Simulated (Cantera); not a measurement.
An adiabatic, constant-volume homogeneous reactor starts with CH₄ : O₂ : N₂ : H₂O = 1 : 2.6 : 9.77 : 1.3 (molar parts), equivalence ratio 0.77, at 1125 K and 100000 Pa.

Cantera simulation using GRI-Mech 3.0 (53 species, 325 reactions); the numbers are that mechanism's predictions, not measurements.

### Question
Predict: time of steepest temperature rise; temperature at 2.00 s; equilibrium temperature; x(O₂) at 2.00 s; x(H₂O) at 2.00 s; x(O) at 2.00 s.

### Answer
```json
{
 "time_of_steepest_temperature_rise": "0.138 s",
 "temperature at 2.00 s": "2566 K",
 "equilibrium_temperature": "2566 K",
 "x(O₂) at 2.00 s": "0.0388 (gas-phase equilibrium 0.0388)",
 "x(H₂O) at 2.00 s": "0.209 (gas-phase equilibrium 0.209)",
 "x(O) at 2.00 s": "0.00259 (gas-phase equilibrium 0.00259)"
}
```
